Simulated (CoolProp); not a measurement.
R125 along the isobar 2.87 MPa: density (kg/m³) from the reference equation and from simpler models built on Tc = 339.2 K, pc = 3.618 MPa, ω = 0.305; each cubic takes its own stable root.

Model: reference Helmholtz-energy equation of state, Lemmon 2005, in CoolProp.

```
T (K)  phase  reference
-----  -----  ---------
333.4    gas      212.9
344.6    gas      180.1
355.7    gas      161.5
366.8    gas      148.4
378      gas      138.3
389.1    gas      130.1
400.2    gas      123.3
411.4    gas      117.4
422.5    gas      112.3
433.6    gas      107.7
444.7    gas      103.7
455.9    gas      99.96
467      gas      96.61
478.1    gas      93.54
489.3    gas      90.68
```

Question: How far does each simpler model (ideal gas, van der Waals, Redlich-Kwong, Soave-Redlich-Kwong, Peng-Robinson) lie from the reference over these 15 states: mean and median of the absolute difference, and the worst?

Answer: 
- ideal gas: mean 17.4 %, median 14.2 %, worst -41.6 % at 333.4 K and 2.87 MPa
- van der Waals: mean 3.0 %, median 3.0 %, worst -10.4 % at 333.4 K and 2.87 MPa
- Redlich-Kwong: mean 2.1 %, median 2.2 %, worst -3.9 % at 333.4 K and 2.87 MPa
- Soave-Redlich-Kwong: mean 1.1 %, median 1.0 %, worst -2.6 % at 333.4 K and 2.87 MPa
- Peng-Robinson: mean 1.6 %, median 1.6 %, worst +2.6 % at 344.6 K and 2.87 MPa
